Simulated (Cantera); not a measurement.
Hydrocarbon pyrolysis for carbon deposition

A perfectly stirred reactor is fed with 35.7 % CH₄, 64.3 % N₂, at 9.87e-5 atm; it is held at 1750 K, and followed from long to short residence time.

Model: GRI-Mech 3.0 (53 species, 325 reactions), integrated in Cantera. GRI-Mech 3.0 stops at C3 and has no aromatics, soot or wall deposition, so with more carbon than oxygen in the feed, carbon stays in small species such as C2H2 where larger ones or solid carbon would form. Radical loss at walls, strong at low pressure, is not modelled.

```csv
τ (s),x CH₄,x HCN,x H₂,x C₂H₆,x C₂H
1.3,0.337,1.58e-9,0.0171,3.64e-6,1.92e-8
0.64,0.353,7.46e-11,0.00293,8.72e-7,1.99e-9
0.33,0.356,8.92e-12,0.000732,2.19e-7,2.22e-10
0.16,0.357,1.43e-12,0.000252,4.56e-8,1.31e-11
0.083,0.357,<1e-12,0.000119,1.01e-8,<1e-12
0.042,0.357,<1e-12,5.82e-5,1.87e-9,<1e-12
0.021,0.357,<1e-12,2.84e-5,2.88e-10,<1e-12
0.011,0.357,<1e-12,1.44e-5,4.31e-11,<1e-12
0.0054,0.357,<1e-12,6.61e-6,4.44e-12,<1e-12
0.0027,0.357,<1e-12,2.93e-6,<1e-12,<1e-12
```
x: mole fraction; the columns are a selection and need not sum to one.
